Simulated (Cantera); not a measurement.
A closed system holds: 1 mol MgSO4, 0.13 mol C, 0.027 mol H2, equilibrated at 2125 K and 4800 Pa.

Cantera equilibrium calculation (NASA polynomials, part measured and part estimated; ideal gas, pure solids and liquids). Candidate condensed phases: C, C6H6, C7H8, C8H18, H2O, H2SO4, Mg, MgCO3, MgO, Mg(OH)2, MgS, MgSO4, S; 130 gas species. Kinetics and transport are ignored.

Base state: SO2 0.654, O2 0.234, CO2 0.0827, H2O 0.0160, O 0.00365, OH 0.00319, CO 0.00275, SO 0.00266 (mole fractions); condensed: MgO(s).

What changes in the equilibrium state with this change: pressure from 4800 Pa to 1000 Pa?


| species | before | after |
|---|---|---|
| SO2 | 0.654 | 0.647 |
| O2 | 0.234 | 0.234 |
| CO2 | 0.0827 | 0.0791 |
| O | 0.00365 | 0.00798 |
| H2O | 0.0160 | 0.0149 |
| Mg | 1.12e-5 | 0.000118 |
| MgO | 4.34e-6 | 2.08e-5 |
| S | 3.33e-6 | 1.59e-5 |
| H | 0.000170 | 0.000534 |
| MgO(s), mol | 1.000 | 1.000 |
